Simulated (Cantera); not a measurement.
Input (Python, Cantera):

```python
import numpy as np
import cantera as ct

gas = ct.Solution("h2o2.yaml")
gas.TPX = 1450, 69000, {'H2': 1, 'O2': 1.61, 'N2': 6.06, 'H2O': 0.46}
reactor = ct.IdealGasConstPressureReactor(gas, energy="on", clone=False)
net = ct.ReactorNet([reactor])
net.rtol, net.atol = 1e-08, 1e-16
show = ['H2', 'O2', 'H2O', 'H', 'OH']
times = np.geomspace(9e-06, 0.2, 15)

steps = ct.SolutionArray(gas, extra=["t"])
rows = []
print(f"{'t/s':>10s}{'T/K':>9s}{'P/Pa':>11s}" + "".join(f"{s:>11s}" for s in show))
for t in times:
    while net.time < t:
        t_next = net.step()
        steps.append(gas.state, t=t_next)
    rows.append([np.interp(t, steps.t, y) for y in (steps.T, steps.P, *steps(*show).X.T)])
    print(f"{t:10.3e}{rows[-1][0]:9.1f}{rows[-1][1]:11.4g}" + "".join(f"{x:11.3e}" for x in rows[-1][2:]))
rate = np.gradient(steps.T, steps.t)
print("integrator steps:", len(steps.t))
if steps.T.max() > steps.T[0] + 200:
    print(f"time of steepest temperature rise: {steps.t[rate.argmax()]:.4e} s")
gas.TPX = 1450, 69000, {'H2': 1, 'O2': 1.61, 'N2': 6.06, 'H2O': 0.46}
gas.equilibrate("HP")
print(f"equilibrium (HP): T = {gas.T:.1f} K  " + "  ".join(f"{s} {gas[s].X[0]:.3e}" for s in show))
```

It prints:

```
       t/s      T/K       P/Pa         H2         O2        H2O          H         OH
 9.000e-06   1450.0    6.9e+04  1.095e-01  1.763e-01  5.039e-02  5.578e-06  1.763e-06
 1.840e-05   1450.6    6.9e+04  1.080e-01  1.755e-01  5.143e-02  7.227e-04  2.340e-04
 3.760e-05   1636.8    6.9e+04  1.252e-02  1.208e-01  1.293e-01  2.740e-02  1.309e-02
 7.686e-05   1865.2    6.9e+04  8.555e-03  1.206e-01  1.428e-01  1.184e-02  1.527e-02
 1.571e-04   2017.1    6.9e+04  4.884e-03  1.224e-01  1.529e-01  4.292e-03  1.393e-02
 3.211e-04   2110.2    6.9e+04  2.250e-03  1.245e-01  1.599e-01  1.217e-03  1.053e-02
 6.564e-04   2156.7    6.9e+04  9.396e-04  1.261e-01  1.639e-01  3.142e-04  7.176e-03
 1.342e-03   2171.1    6.9e+04  5.700e-04  1.267e-01  1.653e-01  1.472e-04  5.693e-03
 2.742e-03   2172.4    6.9e+04  5.394e-04  1.268e-01  1.654e-01  1.355e-04  5.548e-03
 5.605e-03   2172.4    6.9e+04  5.393e-04  1.268e-01  1.654e-01  1.354e-04  5.547e-03
 1.146e-02   2172.4    6.9e+04  5.393e-04  1.268e-01  1.654e-01  1.354e-04  5.547e-03
 2.342e-02   2172.4    6.9e+04  5.393e-04  1.268e-01  1.654e-01  1.354e-04  5.547e-03
 4.787e-02   2172.4    6.9e+04  5.393e-04  1.268e-01  1.654e-01  1.354e-04  5.547e-03
 9.785e-02   2172.4    6.9e+04  5.393e-04  1.268e-01  1.654e-01  1.354e-04  5.547e-03
 2.000e-01   2172.4    6.9e+04  5.393e-04  1.268e-01  1.654e-01  1.354e-04  5.547e-03
integrator steps: 1162
time of steepest temperature rise: 2.9137e-05 s
equilibrium (HP): T = 2172.4 K  H2 5.393e-04  O2 1.268e-01  H2O 1.654e-01  H 1.354e-04  OH 5.547e-03
```

Detailed kinetics in Cantera: the H2/O2 subset of GRI-Mech 3.0, which has no nitrogen chemistry.
